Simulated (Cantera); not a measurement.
## Equilibrium for aluminium nitride and oxide growth: Al(CH3)3 + N2O + H2 + N2

A closed system holds: 1 mol Al(CH3)3, 12 mol N2O, a varied amount of H2, 3.5 mol N2, at 1000 K and 0.728 Torr.

Equilibrium computed with Cantera from the NASA thermochemical tables; the gas is ideal and each condensed phase is pure. Candidate condensed phases: Al, AlN, Al2O3, C, C6H6, C7H8, C8H18, H2O; 148 gas species. The feed counts by its element totals alone. Equilibrium is a limit: real reactors are often held back by kinetics, nucleation or transport.

From 8 mol H2 to 170 mol H2 the condensed part is Al2O3(s).

```json
[
 {"n(H2) (mol)": "8", "x H2": "0.215", "x N2": "0.500", "x H2O": "0.188", "x CO2": "0.0539", "x CO": "0.0429", "n Al2O3(s)": "0.500"},
 {"n(H2) (mol)": "29", "x H2": "0.515", "x N2": "0.298", "x H2O": "0.129", "x CO2": "0.0152", "x CO": "0.0424", "n Al2O3(s)": "0.500"},
 {"n(H2) (mol)": "49", "x H2": "0.646", "x N2": "0.215", "x H2O": "0.0968", "x CO2": "0.00737", "x CO": "0.0343", "n Al2O3(s)": "0.500"},
 {"n(H2) (mol)": "70", "x H2": "0.725", "x N2": "0.167", "x H2O": "0.0764", "x CO2": "0.00424", "x CO": "0.0280", "n Al2O3(s)": "0.500"},
 {"n(H2) (mol)": "90", "x H2": "0.773", "x N2": "0.137", "x H2O": "0.0636", "x CO2": "0.00280", "x CO": "0.0237", "n Al2O3(s)": "0.500"},
 {"n(H2) (mol)": "110", "x H2": "0.807", "x N2": "0.117", "x H2O": "0.0544", "x CO2": "0.00199", "x CO": "0.0206", "n Al2O3(s)": "0.500"},
 {"n(H2) (mol)": "130", "x H2": "0.832", "x N2": "0.101", "x H2O": "0.0475", "x CO2": "0.00149", "x CO": "0.0181", "n Al2O3(s)": "0.500"},
 {"n(H2) (mol)": "150", "x H2": "0.851", "x N2": "0.0896", "x H2O": "0.0422", "x CO2": "0.00115", "x CO": "0.0162", "n Al2O3(s)": "0.500"},
 {"n(H2) (mol)": "170", "x H2": "0.866", "x N2": "0.0803", "x H2O": "0.0379", "x CO2": "0.000919", "x CO": "0.0146", "n Al2O3(s)": "0.500"}
]
```
x: gas mole fraction; n: condensed amount in mol.
